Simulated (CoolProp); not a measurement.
Vapour-liquid equilibrium of n-heptane (1) + o-xylene (2) at 36.1 kPa; x and y are mole fractions of (1).

Computed with CoolProp (multi-fluid Helmholtz-energy mixture model, Span 2003 and Zhou 2012; pair parameters Bell 2016).

| x | bubble temperature (K) | y at the bubble point | dew temperature at overall composition x (K) | liquid density (mol/L) |
|---|---|---|---|---|
| 0.05 | 376.5 | 0.214 | 381.1 | 7.524 |
| 0.15 | 367.8 | 0.473 | 378.4 | 7.430 |
| 0.25 | 361.6 | 0.621 | 375.4 | 7.319 |
| 0.35 | 357.0 | 0.717 | 372.2 | 7.200 |
| 0.45 | 353.3 | 0.785 | 368.7 | 7.077 |
| 0.55 | 350.3 | 0.838 | 364.7 | 6.954 |
| 0.65 | 347.6 | 0.881 | 360.3 | 6.832 |
| 0.75 | 345.2 | 0.919 | 355.3 | 6.711 |
| 0.85 | 343.0 | 0.953 | 349.5 | 6.592 |
| 0.95 | 340.9 | 0.985 | 343.2 | 6.477 |

No azeotrope shows between x = 0.05 and 0.95.

The pair parameters rest on a limited set of measurements; away from them the model extrapolates.
